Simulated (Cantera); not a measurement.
# Low-pressure radical oxidation in H2/O2

An isothermal, constant-pressure homogeneous reactor starts with 4.40 % H2, 95.6 % O2, equivalence ratio 0.023, at 1300 K and 0.00168 atm.

Computed with Cantera and the H2/O2 subset of GRI-Mech 3.0, which has no nitrogen chemistry. Radical loss at walls, strong at low pressure, is not modelled. The temperature is held fixed by assumption; the heat of reaction is taken as removed at once.

```tsv
t (s)	x H2	x O2	x OH	x H2O	x O	x H
0.000600	0.0440	0.956	1.07e-8	4.92e-9	1.23e-8	9.54e-9
0.00258	0.0440	0.956	2.02e-7	3.01e-7	2.67e-7	1.07e-7
0.0111	0.0394	0.952	0.00170	0.00335	0.00241	0.000937
0.0477	0.000673	0.919	0.00413	0.0385	0.0326	0.00551
0.205	0.000649	0.920	0.00406	0.0388	0.0313	0.00519
0.881	0.000558	0.925	0.00378	0.0398	0.0264	0.00405
3.79	0.000308	0.939	0.00283	0.0421	0.0140	0.00158
16.3	6.01e-5	0.952	0.00126	0.0442	0.00263	0.000131
70.0	5.30e-6	0.955	0.000374	0.0448	0.000230	3.38e-6
```
x: mole fraction; the columns are a selection and need not sum to one.

Equilibrium at this temperature and pressure: H2 9.76e-8, O2 0.955, OH 5.08e-5, H2O 0.0450, O 4.22e-6, H 8.44e-9 (gas phase only).
